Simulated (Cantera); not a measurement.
An isothermal, constant-pressure homogeneous reactor starts with NO : N2 = 1 : 0.71 (molar parts), at 1775 K and 533 Torr. Integrator tolerance rtol = 1e-08.

Detailed kinetics in Cantera: GRI-Mech 3.0 (53 species, 325 reactions).

Problem. What does this change do: temperature 1775 to 1600 K?

Solution. 
```json
[
 {"quantity": "x(NO) at 10.0 s", "before": "0.196 (gas-phase equilibrium 0.00426)", "after": "0.463 (gas-phase equilibrium 0.00217)"},
 {"quantity": "x(N2O) at 10.0 s", "before": "1.48e-5 (gas-phase equilibrium 1.96e-7)", "after": "7.60e-5 (gas-phase equilibrium 1.03e-7)"},
 {"quantity": "x(O) at 10.0 s", "before": "5.08e-5 (gas-phase equilibrium 6.16e-5)", "after": "4.42e-6 (gas-phase equilibrium 9.35e-6)"},
 {"quantity": "x(O2) at 10.0 s", "before": "0.194 (gas-phase equilibrium 0.290)", "after": "0.0601 (gas-phase equilibrium 0.291)"},
 {"quantity": "x(NO2) at 10.0 s", "before": "0.000419 (gas-phase equilibrium 1.11e-5)", "after": "0.000851 (gas-phase equilibrium 8.64e-6)"},
 {"quantity": "x(N2) at 10.0 s", "before": "0.610 (gas-phase equilibrium 0.705)", "after": "0.476 (gas-phase equilibrium 0.707)"}
]
```
